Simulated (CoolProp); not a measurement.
Vapour-liquid equilibrium of toluene (1) + m-xylene (2) at 266.05 °C; x and y are mole fractions of (1).

Computed with CoolProp (multi-fluid Helmholtz-energy mixture model, Lemmon 2006 and Zhou 2012; pair parameters Bell 2016).

```json
[
 {"x": "0.05", "bubble pressure (bar)": "13.02", "y at the bubble point": "0.070", "dew pressure at overall composition x (bar)": "12.90", "liquid density (mol/L)": "5.677"},
 {"x": "0.2", "bubble pressure (bar)": "14.28", "y at the bubble point": "0.265", "dew pressure at overall composition x (bar)": "13.84", "liquid density (mol/L)": "5.750"},
 {"x": "0.35", "bubble pressure (bar)": "15.58", "y at the bubble point": "0.435", "dew pressure at overall composition x (bar)": "14.91", "liquid density (mol/L)": "5.822"},
 {"x": "0.5", "bubble pressure (bar)": "16.89", "y at the bubble point": "0.584", "dew pressure at overall composition x (bar)": "16.14", "liquid density (mol/L)": "5.893"},
 {"x": "0.65", "bubble pressure (bar)": "18.17", "y at the bubble point": "0.718", "dew pressure at overall composition x (bar)": "17.51", "liquid density (mol/L)": "5.967"},
 {"x": "0.8", "bubble pressure (bar)": "19.41", "y at the bubble point": "0.841", "dew pressure at overall composition x (bar)": "18.99", "liquid density (mol/L)": "6.048"},
 {"x": "0.95", "bubble pressure (bar)": "20.59", "y at the bubble point": "0.961", "dew pressure at overall composition x (bar)": "20.49", "liquid density (mol/L)": "6.140"}
]
```

No azeotrope shows between x = 0.05 and 0.95.

The pair parameters rest on a limited set of measurements; away from them the model extrapolates.
